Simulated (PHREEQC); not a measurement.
A column of 0.2 m (40 cells, dispersivity 0.016 m, 60 s a shift, diffusion coefficient 3e-10 m²/s) holds 0.14 eq of the database's cation exchanger X per kg of pore water, first in equilibrium with 0.0018 mol ZnCl2, 0.018 mol KBr and 1e-05 mol HCl per kg of water. It is flushed with 0.076 mol/kgw MgSO4, 0.044 mol/kgw LiCl and 1e-05 mol/kgw HCl, at 15 °C. Values are for the last cell. CO2 from the air is kept out. Nothing may precipitate in this run.

The series has 33 steps of pore volumes, from 0 to 4.013.

Equilibrium calculation in PHREEQC: ion-association model, phreeqc.dat.

Question: After how many pore volumes does S at the outlet first reach half of its feed value?

Answer: By 1.0 pore volumes.

Question: After how many pore volumes does Mg at the outlet first reach half of its feed value?

Answer: By 1.6 pore volumes.

Question: After how many pore volumes does Li at the outlet first reach half of its feed value?

Answer: By 1.3 pore volumes.
